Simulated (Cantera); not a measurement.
Feed: 1 mol N2O, 0.6 mol SO2, held at 2073.15 K and 78.0 bar.

Cantera equilibrium calculation (NASA polynomials, part measured and part estimated; ideal gas, pure solids and liquids). Candidate condensed phases: S; 17 gas species. The ideal-gas law is rough above about 30 bar. Kinetics and transport are ignored.

Base state: N2 0.474, SO2 0.281, O2 0.232, NO 0.00758, SO3 0.00551, NO2 0.000108, O 6.27e-5, SO 1.86e-5 (mole fractions); condensed: gas only.

Problem. What changes in the equilibrium state with this change: N2O replaced by CS2?

Solution. 
| species | before | after |
|---|---|---|
| S2 | <1e-9 | 0.543 |
| CO | 0 | 0.326 |
| CO2 | 0 | 0.0747 |
| N2 | 0.474 | 0 |
| O2 | 0.232 | 3.82e-9 |
| COS | 0 | 0.0380 |
| SO2 | 0.281 | 0.00497 |
| NO | 0.00758 | 0 |
| S2O | <1e-9 | 0.00604 |
Further candidate phases: C.
